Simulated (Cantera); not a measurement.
A closed system holds: 1 mol SiCl₄, 510 mol H₂, equilibrated at 925 °C and 4500 Pa.

Method: chemical equilibrium by Gibbs-energy minimisation in Cantera with the NASA 1993 tables (ideal gas, pure condensed phases). Candidate condensed phases: Si; 19 gas species. Rates play no part.

Base state: H₂ 0.992, HCl 0.00748, SiCl₂ 0.000133 (mole fractions); condensed: Si(s).

Problem. What changes in the equilibrium state with this change: H₂ from 510 to 73 mol?

Solution. 
```
species       before     after
----------  --------  --------
H₂             0.992     0.958
HCl          0.00748    0.0360
SiCl₂       0.000133   0.00318
SiCl₄        2.51e-6   0.00144
SiCl₃        6.14e-6  0.000718
SiHCl₃       8.95e-6   0.00103
Si(s), mol     0.921     0.517
```
The tables' values for SiCl₃ are old estimates; treat these amounts as uncertain.
